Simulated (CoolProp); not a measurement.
The numbers come from the reference Helmholtz-energy equation of state, Lemmon 2006 in CoolProp. It is a short technical equation, of lower accuracy than the large ones.

**Question.** For CH3F (R41), give the phase and the cp (kJ/(kg K)), cv (kJ/(kg K)), speed of sound (m/s) at 228.6 K and 0.0216 MPa; 324.5 K and 0.107 MPa; 282.5 K and 0.328 MPa.

**Answer.** 
- 228.6 K and 0.0216 MPa: gas; cp 1.03, cv 0.780, speed of sound 270
- 324.5 K and 0.107 MPa: gas; cp 1.16, cv 0.907, speed of sound 316
- 282.5 K and 0.328 MPa: gas; cp 1.15, cv 0.868, speed of sound 293
